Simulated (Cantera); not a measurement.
Cantera run:

```python
import numpy as np
import cantera as ct

gas_names = [...]  # 130 gases of nasa_gas.yaml made of C, H, Mg, O, S
cond_names = """
    C(gr) C6H6(L) C7H8(L) C8H18(L),n-octa H2O(s) H2O(L) H2SO4(L) Mg(cr) Mg(L) MgCO3(s) MgO(s) MgO(L)
    MgO2H2(s) MgS(s) MgSO4(s) MgSO4(L) S(cr1) S(cr2) S(L)
""".split()


# ... load() reads the species with a 1 bar reference pressure and builds the phases ...
atoms = {
    'MgSO4': {'Mg': 1, 'S': 1, 'O': 4},
    'H2O': {'H': 2, 'O': 1},
    'CO2': {'C': 1, 'O': 2},
}
top_T = {'C(gr)': 4500, 'MgS(s)': 2250}  # K; cautious upper limits of use, not melting points


# ... equilibrate(T, P, feed) seeds the gas with the atoms and calls Mixture.equilibrate('TP', solver="vcs", rtol=1e-11, max_steps=5000) ...
results = []
feed = {'MgSO4': 1, 'H2O': 0.74, 'CO2': 0.16}  # mol
T = 1700  # K
P = 24  # Pa
mix = equilibrate(T, P, feed)
results.append((T, P, feed, dict(zip(mix.species_names, mix.species_moles))))
print(gas.report(threshold=1e-06))
for i in range(1, mix.n_phases):
    print(f"{mix.phase(i).name:16s} {mix.phase_moles(i):12.5e} mol")
```

Output:

```
       temperature   1700 K
          pressure   24 Pa
           density   7.0836e-05 kg/m^3
  mean mol. weight   41.718 kg/kmol
   phase of matter   gas

                          1 kg             1 kmol
                     ---------------   ---------------
          enthalpy       -3.8052e+06       -1.5875e+08  J
   internal energy        -4.144e+06       -1.7288e+08  J
           entropy            8945.4        3.7319e+05  J/K
    Gibbs function       -1.9012e+07       -7.9316e+08  J
 heat capacity c_p            1215.6             50711  J/K
 heat capacity c_v            1016.3             42397  J/K

                      mass frac. Y      mole frac. X     chem. pot. / RT
                     ---------------   ---------------   ---------------
                CO        0.00043081        0.00064165           -50.668
               CO2          0.069436          0.065822           -69.723
                 H        6.7656e-06        0.00028001            -17.18
                H2        4.1883e-05        0.00086671           -34.361
               H2O           0.13121           0.30385           -53.416
                Mg        6.5864e-07        1.1305e-06            -31.79
                 O        0.00050315          0.001312           -19.055
                OH         0.0020679         0.0050725           -36.235
                O2           0.15858           0.20676            -38.11
                SO        0.00041081        0.00035661           -46.294
               SO2           0.63722             0.415           -65.349
               SO3        8.5492e-05         4.455e-05           -84.404
     [ +118 minor]        1.5003e-06        1.2902e-06

C(gr)             0.00000e+00 mol
Mg(L)             0.00000e+00 mol
MgO(s)            9.99995e-01 mol
MgS(s)            0.00000e+00 mol
MgSO4(L)          0.00000e+00 mol
S(L)              0.00000e+00 mol
```

Equilibrium computed with Cantera from the NASA thermochemical tables; the gas is ideal and each condensed phase is pure.
